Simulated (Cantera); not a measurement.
Input: 1 mol PbS, 2.7 mol H₂, held at 1002 °C and 0.100 bar.

These are equilibrium values from Cantera (NASA tables, ideal gas, pure condensed phases), not measurements of a reactor. Candidate condensed phases: Pb, PbS, S; 10 gas species. Gases not in the tables: S₃ to S₇. Kinetics and transport are ignored.

Question: What is the equilibrium state?

Answer: 
| Property | Result |
|---|---|
| x(H₂) | 0.698 |
| x(PbS) | 0.213 |
| x(H₂S) | 0.0693 |
| x(Pb) | 0.0189 |
| x(S₂) | 0.000576 |
| x(SH) | 0.000114 |
| x(H) | 1.95e-6 |
| x(Pb₂) | 1.44e-6 |
| n(Pb(l)) | 0.182 mol |
| gas amount | 3.520 mol |
| log10 activity of S(l) (absent) | -3.04 |
